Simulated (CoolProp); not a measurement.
A simple Rankine cycle with R365MFC: condensing at 305.15 K, boiler at 2.74 MPa, turbine inlet 489.9 K, turbine efficiency 0.75, pump efficiency 0.8, no recuperator. Each further row changes one setting.

Model: reference Helmholtz-energy equation of state, Lemmon 2016, in CoolProp.

```json
[
 {"case": "as stated", "thermal efficiency (%)": "15.4", "net work (kJ/kg)": "58.2", "heat in (kJ/kg)": "377", "turbine exit temperature (K)": "419.5", "volume ratio over the turbine": "?"},
 {"case": "condensing temperature 297.15 K", "thermal efficiency (%)": "16.3", "net work (kJ/kg)": "63.5", "heat in (kJ/kg)": "389", "turbine exit temperature (K)": "?", "volume ratio over the turbine": "?"},
 {"case": "boiler pressure 1.92 MPa", "thermal efficiency (%)": "14.3", "net work (kJ/kg)": "55.6", "heat in (kJ/kg)": "?", "turbine exit temperature (K)": "?", "volume ratio over the turbine": "27.6"},
 {"case": "turbine efficiency 0.65", "thermal efficiency (%)": "13.3", "net work (kJ/kg)": "?", "heat in (kJ/kg)": "377", "turbine exit temperature (K)": "426.2", "volume ratio over the turbine": "43.9"}
]
```

Problem. What belongs in the gaps?

Solution. 
- as stated, volume ratio over the turbine: 43.2
- condensing temperature 297.15 K, turbine exit temperature (K): 414.9
- condensing temperature 297.15 K, volume ratio over the turbine: 58.7
- boiler pressure 1.92 MPa, heat in (kJ/kg): 388
- boiler pressure 1.92 MPa, turbine exit temperature (K): 430.6
- turbine efficiency 0.65, net work (kJ/kg): 50.1
